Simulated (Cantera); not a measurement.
Input: 1 mol Si2Cl6, 88 mol H2, at 948 K and 560 Pa.

Equilibrium computed with Cantera from the NASA thermochemical tables; the gas is ideal and each condensed phase is pure. Candidate condensed phases: Si; 19 gas species. The feed counts by its element totals alone. The tables' values for SiCl3 are old estimates; treat these amounts as uncertain. Rates play no part.

Base state: H2 0.971, HCl 0.0155, SiCl4 0.0102, SiHCl3 0.00288, SiCl2 0.000375, SiCl3 0.000336, SiH2Cl2 8.26e-5 (mole fractions); condensed: Si(s).

Question: What changes in the equilibrium state with this change: H2 from 88 to 650 mol?

Answer: 
| species | before | after |
|---|---|---|
| H2 | 0.971 | 0.993 |
| HCl | 0.0155 | 0.00678 |
| SiCl4 | 0.0102 | 0.000361 |
| SiCl3 | 0.000336 | 2.74e-5 |
| SiHCl3 | 0.00288 | 0.000238 |
| SiCl2 | 0.000375 | 7.05e-5 |
| SiH2Cl2 | 8.26e-5 | 1.59e-5 |
| Si(s), mol | 0.754 | 1.53 |

Question: What changes in the equilibrium state with this change: temperature from 948 K to 900 K?

Answer: 
```json
[
 {"species": "H2", "before": "0.971", "after": "0.975"},
 {"species": "SiCl4", "before": "0.0102", "after": "0.0116"},
 {"species": "HCl", "before": "0.0155", "after": "0.00990"},
 {"species": "SiCl2", "before": "0.000375", "after": "0.000137"},
 {"species": "SiCl3", "before": "0.000336", "after": "0.000182"},
 {"species": "SiHCl3", "before": "0.00288", "after": "0.00324"},
 {"species": "SiH2Cl2", "before": "8.26e-5", "after": "8.58e-5"},
 {"species": "Si(s), mol", "before": "0.754", "after": "0.635"}
]
```
